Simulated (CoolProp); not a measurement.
A Linde-Hampson liquefier for carbon monoxide: isothermal reversible compression at 290 K from 1 atm to 20 MPa, throttling to 1 atm, return gas leaving the recuperator 0 K below the feed. Each further row changes one setting.

Model: reference Helmholtz-energy equation of state, Lemmon 2006, in CoolProp. It is a short technical equation, of lower accuracy than the large ones.

| case | liquid yield per pass | compression work (kJ/kg of gas) |
|---|---|---|
| as stated | 0.094 | 453 |
| high pressure 40 MPa | (withheld) | 519 |
| warm-end temperature 320 K | 0.069 | (withheld) |
| warm-end gap 5 K | (withheld) | 453 |

**Question.** What belongs in the gaps?

**Answer.** 
- high pressure 40 MPa, liquid yield per pass: 0.116
- warm-end temperature 320 K, compression work (kJ/kg of gas): 503
- warm-end gap 5 K, liquid yield per pass: 0.083
